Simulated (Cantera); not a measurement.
Ignition delay

Mixture: 10.1 % CH4, 0.334 % C2H6, 0.405 % C3H8, 15.6 % O2, 73.5 % N2, equivalence ratio 1.5, at 7500 Torr, adiabatic and at constant volume. Ignition delay is the time to a rise of 400 K.

Cantera simulation using GRI-Mech 3.0 (53 species, 325 reactions); the numbers are that mechanism's predictions, not measurements.

```
T0 (K)  delay (ms)
------  ----------
1025          24.0
1125          6.62
1225          1.88
1325         0.536
1425         0.166
1525        0.0592
1625        0.0244
```

```
Property                                                Result
--------------------------------------------------  ----------
apparent activation energy between 1425 and 1625 K  180 kJ/mol
```
